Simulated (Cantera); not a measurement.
Mixture: 6.40 % C3H8, 21.3 % O2, 72.3 % N2, at 0.987 atm, adiabatic and at constant volume. Ignition delay is the time to a rise of 400 K.

Detailed kinetics in Cantera: GRI-Mech 3.0 (53 species, 325 reactions). GRI-Mech 3.0 was tuned for natural gas; its chemistry of propane as a main component is partial and can be far from experiment.

**Question.** Predict: delay at 1100 K; delay at 1175 K; delay at 1250 K; delay at 1325 K; delay at 1400 K; delay at 1475 K; delay at 1550 K; apparent activation energy between 1400 and 1550 K.

**Answer.** delay at 1100 K: 50.1 ms
delay at 1175 K: 9.30 ms
delay at 1250 K: 2.08 ms
delay at 1325 K: 0.582 ms
delay at 1400 K: 0.204 ms
delay at 1475 K: 87.0 µs
delay at 1550 K: 44.0 µs
apparent activation energy between 1400 and 1550 K: 180 kJ/mol
